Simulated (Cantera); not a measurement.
A closed system holds: 1 mol FeS, a varied amount of O2, 7.2 mol N2, at 698 K and 1.20 bar.

These are equilibrium values from Cantera (NASA tables, ideal gas, pure condensed phases), not measurements of a reactor. Candidate condensed phases: Fe, FeO, FeS, FeSO4, FeS2, Fe2O3, Fe2(SO4)3, Fe3O4, S; 19 gas species. FeS: taken at fixed stoichiometry. Equilibrium is a limit: real reactors are often held back by kinetics, nucleation or transport.

Task: Which condensed phases are stable at each of these points (n(O2) (mol)): 0.2, 0.27, 0.37, 0.49, 0.65, 0.88, 1.2, 1.6, 2.1, 2.8, 3.7, 5, 6.7?

Result: 
```
n(O2) (mol)                    condensed phases  Fe condensed (%)
-----------  ----------------------------------  ----------------
0.2                 FeS(s) + FeS2(s) + Fe3O4(s)             100.0
0.27                FeS(s) + FeS2(s) + Fe3O4(s)             100.0
0.37                         FeS2(s) + Fe3O4(s)             100.0
0.49                         FeS2(s) + Fe3O4(s)             100.0
0.65                         FeS2(s) + Fe3O4(s)             100.0
0.88                         FeS2(s) + Fe3O4(s)             100.0
1.2                          FeS2(s) + Fe3O4(s)             100.0
1.6                          FeS2(s) + Fe3O4(s)             100.0
2.1          FeSO4(s) + Fe2O3(s) + Fe2(SO4)3(s)             100.0
2.8                     Fe2O3(s) + Fe2(SO4)3(s)             100.0
3.7                     Fe2O3(s) + Fe2(SO4)3(s)             100.0
5                       Fe2O3(s) + Fe2(SO4)3(s)             100.0
6.7                     Fe2O3(s) + Fe2(SO4)3(s)             100.0
```

From 0.2 mol O2 to 0.27 mol O2 the condensed part is FeS(s) + FeS2(s) + Fe3O4(s). From 0.37 mol O2 to 1.6 mol O2 the condensed part is FeS2(s) + Fe3O4(s). At 2.1 mol O2 the condensed part is FeSO4(s) + Fe2O3(s) + Fe2(SO4)3(s). From 2.8 mol O2 to 6.7 mol O2 the condensed part is Fe2O3(s) + Fe2(SO4)3(s).
